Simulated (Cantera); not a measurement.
Input (Python, Cantera):

```python
import numpy as np
import cantera as ct

gas = ct.Solution("gri30.yaml")
gas.TPX = 973, 1800000, {'CH4': 1, 'C2H6': 0.073, 'O2': 2.05, 'N2': 7.71, 'H2O': 1.6}
reactor = ct.IdealGasConstPressureReactor(gas, energy="on", clone=False)
net = ct.ReactorNet([reactor])
net.rtol, net.atol = 1e-08, 1e-16
show = ['CH4', 'C2H6', 'O2', 'C2H2', 'O', 'HO2']
times = np.geomspace(9e-06, 0.8, 12)

steps = ct.SolutionArray(gas, extra=["t"])
rows = []
print(f"{'t/s':>10s}{'T/K':>9s}{'P/Pa':>11s}" + "".join(f"{s:>11s}" for s in show))
for t in times:
    while net.time < t:
        t_next = net.step()
        steps.append(gas.state, t=t_next)
    rows.append([np.interp(t, steps.t, y) for y in (steps.T, steps.P, *steps(*show).X.T)])
    print(f"{t:10.3e}{rows[-1][0]:9.1f}{rows[-1][1]:11.4g}" + "".join(f"{x:11.3e}" for x in rows[-1][2:]))
rate = np.gradient(steps.T, steps.t)
print("integrator steps:", len(steps.t))
if steps.T.max() > steps.T[0] + 200:
    print(f"time of steepest temperature rise: {steps.t[rate.argmax()]:.4e} s")
gas.TPX = 973, 1800000, {'CH4': 1, 'C2H6': 0.073, 'O2': 2.05, 'N2': 7.71, 'H2O': 1.6}
gas.equilibrate("HP")
print(f"equilibrium (HP): T = {gas.T:.1f} K  " + "  ".join(f"{s} {gas[s].X[0]:.3e}" for s in show))
```

It prints:

```
       t/s      T/K       P/Pa        CH4       C2H6         O2       C2H2          O        HO2
 9.000e-06    973.0    1.8e+06  8.043e-02  5.871e-03  1.649e-01  4.555e-22  9.586e-15  4.977e-10
 2.536e-05    973.0    1.8e+06  8.043e-02  5.871e-03  1.649e-01  1.817e-20  2.588e-14  1.477e-09
 7.146e-05    973.0    1.8e+06  8.043e-02  5.871e-03  1.649e-01  7.968e-19  6.419e-14  4.668e-09
 2.013e-04    973.0    1.8e+06  8.043e-02  5.871e-03  1.649e-01  3.033e-17  1.346e-13  1.586e-08
 5.673e-04    973.0    1.8e+06  8.043e-02  5.871e-03  1.649e-01  8.942e-16  2.501e-13  5.409e-08
 1.599e-03    973.0    1.8e+06  8.043e-02  5.871e-03  1.649e-01  3.502e-14  6.908e-13  1.966e-07
 4.504e-03    973.0    1.8e+06  8.043e-02  5.869e-03  1.649e-01  5.496e-12  4.750e-12  1.109e-06
 1.269e-02    974.2    1.8e+06  8.028e-02  5.803e-03  1.647e-01  3.008e-09  5.121e-11  5.270e-06
 3.576e-02   2471.6    1.8e+06  2.499e-13  1.492e-25  5.941e-04  3.098e-17  7.267e-05  5.652e-07
 1.008e-01   2471.5    1.8e+06  2.502e-13  1.496e-25  5.933e-04  3.102e-17  7.260e-05  5.646e-07
 2.839e-01   2471.5    1.8e+06  2.502e-13  1.496e-25  5.933e-04  3.102e-17  7.260e-05  5.646e-07
 8.000e-01   2471.5    1.8e+06  2.502e-13  1.496e-25  5.933e-04  3.102e-17  7.260e-05  5.646e-07
integrator steps: 2536
time of steepest temperature rise: 2.5872e-02 s
equilibrium (HP): T = 2471.5 K  CH4 2.877e-13  C2H6 1.852e-25  O2 5.933e-04  C2H2 3.385e-17  O 7.260e-05  HO2 5.646e-07
```

Computed with Cantera and GRI-Mech 3.0 (53 species, 325 reactions). The pressure lies above the range GRI-Mech 3.0 was tuned for (to about 10 atm). Below about 1000 K GRI-Mech 3.0 lacks low-temperature oxidation paths.
